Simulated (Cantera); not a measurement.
An isothermal, constant-pressure homogeneous reactor starts with NH3 : N2 = 1 : 1.6 (molar parts), at 2225 K and 0.286 atm.

Computed with Cantera and the gas-phase N/H chemistry of the illustrative SiF4/NH3 mechanism in the Surface Chemkin manual (1991). Walls and surfaces, which speed up NH3 decomposition in real reactors, are not modelled.

x: mole fraction; the columns are a selection and need not sum to one.

| t (s) | x NH3 | x H2 | x NH | x N2H2 | x N |
|---|---|---|---|---|---|
| 4.00e-6 | 0.385 | 3.98e-5 | 2.72e-8 | 2.67e-9 | 1.43e-11 |
| 1.40e-5 | 0.384 | 0.000147 | 4.89e-7 | 4.88e-8 | 8.35e-10 |
| 4.93e-5 | 0.383 | 0.000564 | 6.49e-6 | 8.42e-7 | 2.45e-8 |
| 0.000173 | 0.380 | 0.00329 | 2.44e-5 | 5.68e-6 | 1.73e-7 |
| 0.000608 | 0.367 | 0.0174 | 3.39e-5 | 6.71e-6 | 7.11e-7 |
| 0.00213 | 0.325 | 0.0628 | 4.23e-5 | 5.54e-6 | 2.07e-6 |
| 0.00750 | 0.219 | 0.178 | 4.44e-5 | 3.30e-6 | 3.63e-6 |
| 0.0263 | 0.0645 | 0.346 | 3.18e-5 | 8.06e-7 | 4.42e-6 |
| 0.0924 | (withheld) | 0.413 | (withheld) | (withheld) | 4.21e-6 |
| 0.324 | (withheld) | 0.411 | (withheld) | 3.44e-12 | (withheld) |
| 1.14 | 1.63e-6 | 0.411 | 4.36e-8 | <1e-12 | 4.58e-8 |
| 4.00 | 8.60e-7 | 0.411 | 2.31e-8 | <1e-12 | 2.42e-8 |

**Question.** Complete the blanks.

**Answer.** 
- 0.0924, x NH3: 0.000798
- 0.0924, x NH: 7.00e-6
- 0.0924, x N2H2: 6.78e-9
- 0.324, x NH3: 7.39e-6
- 0.324, x NH: 1.98e-7
- 0.324, x N: 2.08e-7
